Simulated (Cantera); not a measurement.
A closed system holds: 1 mol Pb, 16 mol H2, 4.2 mol CO, equilibrated at 0.0310 bar.

Equilibrium computed with Cantera from the NASA thermochemical tables; the gas is ideal and each condensed phase is pure. Candidate condensed phases: C, C6H6, C7H8, C8H18, H2O, Pb, PbO, PbO2, Pb3O4; 113 gas species. Kinetics and transport are ignored.

Q: Which condensed phases are stable at each of these points (T (°C)): 850, 925, 1000, 1075, 1150, 1225, 1300?

A: 
| T (°C) | condensed phases | Pb condensed (%) |
|---|---|---|
| 850 | Pb(l) | 88.0 |
| 925 | Pb(l) | 58.5 |
| 1000 | gas only | 0.0 |
| 1075 | gas only | 0.0 |
| 1150 | gas only | 0.0 |
| 1225 | gas only | 0.0 |
| 1300 | gas only | 0.0 |

From 850 °C to 925 °C the condensed part is Pb(l). From 1000 °C to 1300 °C nothing is condensed.
